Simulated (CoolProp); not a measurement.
Vapour-liquid equilibrium of toluene (1) + m-xylene (2) at 469.9 K; x and y are mole fractions of (1).

The numbers come from the multi-fluid Helmholtz-energy mixture model, Lemmon 2006 and Zhou 2012; pair parameters Bell 2016 in CoolProp.

```
x     bubble pressure, mixture model (MPa)  bubble pressure, Raoult's law (MPa)  y, mixture model  y, Raoult's law
----  ------------------------------------  -----------------------------------  ----------------  ---------------
0.05                                0.4004                               0.4000             0.084            0.088
0.15                                0.4345                               0.4324             0.237            0.246
0.25                                0.4692                               0.4648               [?]            0.381
0.35                                0.5038                               0.4972             0.485            0.498
0.45                                0.5379                               0.5296             0.586            0.601
0.55                                0.5711                               0.5620             0.675            0.693
0.65                                   [?]                               0.5944             0.756            0.774
0.75                                0.6343                               0.6268             0.829            0.847
0.85                                0.6644                               0.6592               [?]            0.913
0.95                                0.6935                               0.6916               [?]            0.972
```

Question: What belongs in the gaps?

Answer: 
- 0.25, y, mixture model: 0.370
- 0.65, bubble pressure, mixture model (MPa): 0.6033
- 0.85, y, mixture model: 0.899
- 0.95, y, mixture model: 0.966

The largest gap from Raoult's law is +1.6 % in bubble pressure, at x = 0.55. No azeotrope shows between x = 0.05 and 0.95.

Pair parameters are fitted to limited data, so mixtures are less certain than the pure fluids.
